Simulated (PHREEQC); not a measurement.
0.2 g of hydrous ferric oxide (600 m²/g; 0.2 weak and 0.005 strong sites per Fe, Dzombak-Morel constants, diffuse double layer) in 1 kg of water with 0.005 mol/kgw of an inert sodium salt and 0.00053 mol Na2SO4 and 5.2e-05 mol Ag2SO4, at 25 °C; the pH is set by adding NaOH or the inert anion's acid. Oxygen is held at 0.21 atm. The system is closed to CO2. Nothing may precipitate in this run.

Computed with PHREEQC (ion-association model, wateq4f.dat).

Q: Predict S sorbed (%), Ag sorbed (%), surface charge σ (C/m²) at pH = 6, 7.5, 8, 8.5.

A: 
```tsv
pH	S sorbed (%)	Ag sorbed (%)	surface charge σ (C/m²)
6	18.5	4.6	0.017
7.5	1.6	14.6	0.006
8	0.2	22.5	0.001
8.5	0.0	39.1	-0.004
```

The oxide is taken as insoluble; below pH 4 it would dissolve.
